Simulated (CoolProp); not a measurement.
Vapour-liquid equilibrium of CHF3 (R23) (1) + n-pentane (2) at 269.6 K; x and y are mole fractions of (1).

Model: multi-fluid Helmholtz-energy mixture model, Penoncello 2003 and Thol 2019; pair parameters Bell 2016, in CoolProp.

Give the bubble pressure and the first vapour's composition at x = 0.35, 0.65, 0.95. Is there an azeotrope?

x = 0.35: 16.85 bar, y = 0.982; x = 0.65: 18.16 bar, y = 0.983; x = 0.95: 21.26 bar, y = 0.993. No azeotrope shows between x = 0.05 and 0.95.

The pair parameters rest on a limited set of measurements; away from them the model extrapolates. The gap from Raoult's law changes sign with composition, which may be real or a fault of the pair parameters; it wasn't checked against measurements. With so large a gap from Raoult's law the liquid may split in two, which this calculation doesn't test in full.
